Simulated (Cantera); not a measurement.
## Gas activation for diamond growth

An isothermal, constant-pressure homogeneous reactor starts with CH₄ : H₂ : O₂ = 0.013 : 1 : 0.0054 (molar parts), equivalence ratio 97, at 2623 K and 100.0 Torr.

Model: GRI-Mech 3.0 (53 species, 325 reactions), integrated in Cantera.

```tsv
t (s)	x CH₄	x H₂	x O₂	x CH₂CO	x CO	x CH₂O
3.00e-5	0.0104	0.969	0.00309	4.28e-8	3.49e-5	2.37e-6
0.000225	0.00309	0.943	9.40e-9	4.94e-7	0.000471	6.01e-7
0.00169	0.000261	0.925	1.27e-8	5.14e-7	0.00324	8.51e-8
0.0127	2.79e-5	0.892	3.19e-10	1.71e-8	0.00927	2.66e-9
0.0949	3.17e-6	0.880	<1e-12	1.12e-10	0.00985	4.63e-10
0.711	3.17e-6	0.880	<1e-12	1.12e-10	0.00985	4.63e-10
5.33	3.17e-6	0.880	<1e-12	1.12e-10	0.00985	4.63e-10
40.0	3.17e-6	0.880	<1e-12	1.12e-10	0.00985	4.63e-10
300	3.17e-6	0.880	<1e-12	1.12e-10	0.00985	4.63e-10
```
x: mole fraction; the columns are a selection and need not sum to one.

Equilibrium at this temperature and pressure: CH₄ 3.22e-6, H₂ 0.880, O₂ <1e-12, CH₂CO 1.13e-10, CO 0.00985, CH₂O 4.63e-10 (gas phase only).
